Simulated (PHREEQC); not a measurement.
Dissolve 1.4 mmol/kgw Al2(SO4)3, 0.6 mmol/kgw NaF and 1.6 mmol/kgw NaCl at 60 °C. Closed to the air; pH follows from the charge balance.

Model: ion-association model, phreeqc.dat, run in PHREEQC.

Question: The ionic strength comes out as 0.0111 mol/kgw. What activity coefficients do AlF2+, Al(OH)2+, Al(SO4)2-, H+, AlF+2 get?

Answer: AlF2+ 0.90, Al(OH)2+ 0.90, Al(SO4)2- 0.89, H+ 0.90, AlF+2 0.64.

Precipitation was switched off in this run. The solution is supersaturated, for example in Gibbsite (slow to form), so a real one may precipitate; this is no full list. Complexes and solids missing from the database can't appear. At this temperature some constants are extrapolated from 25 °C, and those without enthalpy data are left unchanged. Fluoro complexes past AlF4- and FeF3 are missing from the database.
